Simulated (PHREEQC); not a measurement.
**Copper plating or etch bath: speciation**

Dissolve 17 mmol/kgw CuCl2, 0.18 mmol/kgw HCl and 38 mmol/kgw FeCl3 at 25 °C. It is in equilibrium with CO2 at log p = 0 (atm). Otherwise closed; pH follows from the charge balance.

All values are PHREEQC results (ion-association model, wateq4f.dat), not measurements.

```
Item                      Value
----------------  -------------
pH                         2.04
ionic strength    0.217 mol/kgw
total alkalinity   -76.2 meq/kg
```

| species | molality | activity | log γ |
|---|---|---|---|
| Cl- | 0.129 | 0.0907 | -0.152 |
| CO2 | 0.0324 | 0.0340 | 0.022 |
| Cu+2 | 0.0153 | 0.00488 | -0.496 |
| FeCl+2 | 0.0136 | 0.00392 | -0.539 |
| H+ | 0.0115 | 0.00913 | -0.100 |
| Fe+3 | 0.0114 | 0.00143 | -0.900 |
| FeOH+2 | 0.00349 | 0.00101 | -0.539 |
| Fe2(OH)2+4 | 0.00316 | 2.74e-5 | -2.063 |
| FeCl2+ | 0.00214 | 0.00159 | -0.129 |

Precipitation was switched off in this run. Saturation is exceeded, for instance for Hematite (slow to form), Goethite (slow to form); the values hold only as long as no solid forms.
